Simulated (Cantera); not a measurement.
An adiabatic, constant-pressure homogeneous reactor starts with CH₃OH : O₂ : N₂ : CO₂ = 1 : 0.75 : 2.03 : 0.1 (molar parts), at 1100 K and 750 Torr. Integrator tolerance rtol = 1e-08.

Computed with Cantera and GRI-Mech 3.0 (53 species, 325 reactions). GRI-Mech 3.0 was tuned for natural gas; its chemistry of methanol as a main component is partial and can be far from experiment.

**Question.** What does this change do: initial temperature 1100 to 1500 K?

**Answer.** 
| quantity | before | after |
|---|---|---|
| time of steepest temperature rise | 47.3 ms | 0.167 ms |
| temperature at 0.100 s | 2387 K | 2638 K |
| equilibrium temperature | 2386 K | 2638 K |
| x(CH₃OH) at 0.100 s | <1e-12 (gas-phase equilibrium <1e-12) | <1e-12 (gas-phase equilibrium <1e-12) |
| x(O₂) at 0.100 s | 4.37e-5 (gas-phase equilibrium 4.36e-5) | 0.000505 (gas-phase equilibrium 0.000505) |
| x(CO₂) at 0.100 s | 0.0536 (gas-phase equilibrium 0.0536) | 0.0492 (gas-phase equilibrium 0.0492) |
| x(CO) at 0.100 s | 0.160 (gas-phase equilibrium 0.160) | 0.162 (gas-phase equilibrium 0.162) |
| x(CH₄) at 0.100 s | 7.08e-12 (gas-phase equilibrium 8.05e-12) | 2.31e-12 (gas-phase equilibrium 2.67e-12) |
